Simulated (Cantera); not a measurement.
**Catalytic combustion on Pt**

An isothermal plug-flow reactor at 675 K and 1430 Torr (inlet), inlet velocity 1 m/s, active area per volume 190 1/m; feed H2 : O2 : N2 : H2O = 0.034 : 0.2 : 0.79 : 0.038 (molar parts).

Detailed kinetics in Cantera: Deutschmann's 1995 Pt surface mechanism with GRI-Mech 3.0 gas chemistry. Catalytic surfaces can have several steady states; this one follows from the mechanism file's or the stated starting coverage. Mass transfer to the wall is taken as infinitely fast.

| z (m) | x H2 | x O2 | x H2O | θ free Pt | θ O* | θ OH* |
|---|---|---|---|---|---|---|
| 0.00016 | 0.0249 | 0.185 | 0.0431 | 0.236 | 0.732 | 0.0312 |
| 0.00035 | 0.0197 | 0.183 | 0.0485 | 0.189 | 0.781 | 0.0295 |
| 0.00076 | 0.0134 | 0.181 | 0.0550 | 0.131 | 0.843 | 0.0263 |
| 0.0016 | 0.00808 | 0.178 | 0.0605 | 0.0796 | 0.899 | 0.0217 |
| 0.0035 | 0.00422 | 0.177 | 0.0645 | 0.0420 | 0.941 | 0.0164 |
| 0.0076 | 0.00206 | 0.176 | 0.0668 | 0.0208 | 0.967 | 0.0119 |
| 0.016 | 0.000992 | 0.176 | 0.0679 | 0.0105 | 0.981 | 0.00851 |
x: gas mole fraction; θ: surface coverage.
